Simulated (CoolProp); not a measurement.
Computed with CoolProp (reference Helmholtz-energy equation of state, Lemmon 2006). It is a short technical equation, of lower accuracy than the large ones.

For carbon monoxide, give the phase and the cv (kJ/(kg K)), expansivity (1/kK), fugacity coefficient at -189.25 °C and 3350 kPa.


- -189.25 °C and 3350 kPa: liquid; cv 1.13, expansivity 5.35, fugacity coefficient 0.0436
